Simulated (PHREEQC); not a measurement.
Hard or scaling water with single salt, acid or base (model solution)

Solution A (0.0025 mol/kgw CaCl2, 0.012 mol/kgw Na2SO4 and 0.23 mol/kgw NaCl) is mixed with solution B (0.25 mol/kgw (CH3)4NF) at 90 °C; shares are by mass of water, 1 kg in all. Oxygen is held at 0.21 atm. No CO2 enters from the air. No solid was allowed to form.

All values are PHREEQC results (ion-association model, phreeqc.dat), not measurements.

Question: Predict pH, Ca+2 (mol/kgw) at share of solution B = 0.15, 0.2, 0.5, 0.7, 0.75.

Answer: 
| share of solution B | pH | Ca+2 (mol/kgw) |
|---|---|---|
| 0.15 | 7.18 | 0.00192 |
| 0.2 | 7.26 | 0.00182 |
| 0.5 | 7.51 | 0.00117 |
| 0.7 | 7.61 | 0.000717 |
| 0.75 | 7.63 | 0.000601 |

Along this series the solution becomes supersaturated in solids that the run did not let form, among them Fluorite. (CH3)4N+ isn't in the database: it is added as a free cation with an ion size of 4 Å. Away from 25 °C the constants follow the database's enthalpies or fits; those with neither stay at their 25 °C values.
